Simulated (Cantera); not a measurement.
Input: 1 mol FeS, 0.6 mol O2, 4.4 mol N2, held at 0.100 bar.

Method: chemical equilibrium by Gibbs-energy minimisation in Cantera with the NASA 1993 tables (ideal gas, pure condensed phases). Candidate condensed phases: Fe, FeO, FeS, FeSO4, FeS2, Fe2O3, Fe2(SO4)3, Fe3O4, S; 19 gas species. Metal and sulfide melt together well below either melting point, which pure phases cannot show. Mutual solubility and eutectic melting of coexisting phases are not modelled. The tables' stoichiometric FeO is somewhat more stable than real wüstite, so its field is too wide. FeO, FeS: taken at fixed stoichiometry. Gases not in the tables: S3 to S7. Kinetics and transport are ignored.

Which condensed phases are stable at each of these points (T (K)): 625, 725, 825, 925, 1025, 1125, 1225, 1325?


| T (K) | condensed phases | Fe condensed (%) |
|---|---|---|
| 625 | FeS2(s) + Fe2O3(s) | 100.0 |
| 725 | FeS2(s) + Fe3O4(s) | 100.0 |
| 825 | FeS(s) + Fe3O4(s) | 100.0 |
| 925 | FeS(s) + Fe3O4(s) | 100.0 |
| 1025 | FeS(s) + Fe3O4(s) | 100.0 |
| 1125 | FeS(s) + Fe3O4(s) | 100.0 |
| 1225 | FeS(s) + Fe3O4(s) | 100.0 |
| 1325 | FeO(s) + FeS(s) | 100.0 |

At 625 K the condensed part is FeS2(s) + Fe2O3(s). At 725 K the condensed part is FeS2(s) + Fe3O4(s). From 825 K to 1225 K the condensed part is FeS(s) + Fe3O4(s). At 1325 K the condensed part is FeO(s) + FeS(s).
